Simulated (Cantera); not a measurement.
## Abatement and gas-phase synthesis: HI + H₂

Feed: 1 mol HI, 3.1 mol H₂, equilibrated at 1350 °C.

These are equilibrium values from Cantera (NASA tables, ideal gas, pure condensed phases), not measurements of a reactor. Candidate condensed phases: I₂; 5 gas species. The ideal-gas law is rough above about 30 bar. Kinetics and transport are ignored.

From 10.0 Pa to 300 bar nothing is condensed.

| P (Pa) | log p H₂ | log p HI | log p I | log p H |
|---|---|---|---|---|
| 10 | -4.11 | -6.43 | -4.67 | -6.21 |
| 200 | -2.81 | -4.50 | -3.39 | -5.56 |
| 3900 | -1.52 | -2.65 | -2.19 | -4.92 |
| 77000 | -0.23 | -0.97 | -1.15 | -4.27 |
| 1500000 | 1.06 | 0.48 | -0.34 | -3.63 |
| 30000000 | 2.36 | 1.83 | 0.36 | -2.98 |
log p: log10 of the partial pressure in bar; nothing condenses.
